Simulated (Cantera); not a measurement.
A freely propagating, adiabatic, planar premixed flame of 23.4 % H2, 16.1 % O2, 60.5 % N2, unburnt at 350 K and 61000 Pa; mixture-averaged transport, grid criteria slope 0.08 and curve 0.16, no radiation.

Model: the H2/O2 subset of GRI-Mech 3.0, which has no nitrogen chemistry, integrated in Cantera. Burning velocities carry a grid error of a few per cent, more on coarse grids.

Predict: laminar burning velocity; thermal thickness; peak x(H); peak x(O); peak x(H2O2).


```json
{
 "laminar_burning_velocity": "191 cm/s",
 "thermal_thickness": "0.666 mm",
 "peak x(H)": "0.0258",
 "peak x(O)": "0.0104",
 "peak x(H2O2)": "6.86e-5"
}
```
